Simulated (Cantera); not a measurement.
Input: 1 mol Si₂H₆, 0.31 mol HCl, 320 mol H₂, at 1225 K and 1000 Pa.

Method: chemical equilibrium by Gibbs-energy minimisation in Cantera with the NASA 1993 tables (ideal gas, pure condensed phases). Candidate condensed phases: Si; 19 gas species. The feed counts by its element totals alone. The numbers say what is thermodynamically allowed, not how fast it happens.

Base state: H₂ 0.999, HCl 0.000954 (mole fractions); condensed: Si(s).

### Question
What changes in the equilibrium state with this change: H₂ from 320 to 8.1 mol?

### Answer
```csv
species,before,after
H₂,0.999,0.975
HCl,0.000954,0.0238
SiCl₂,2.22e-6,0.00142
SiCl₄,<1e-9,3.22e-5
SiCl₃,4.70e-9,7.60e-5
SiHCl₃,2.57e-9,4.10e-5
"Si(s), mol",2.00,1.98
```
The tables' values for SiCl₃ are old estimates; treat these amounts as uncertain.
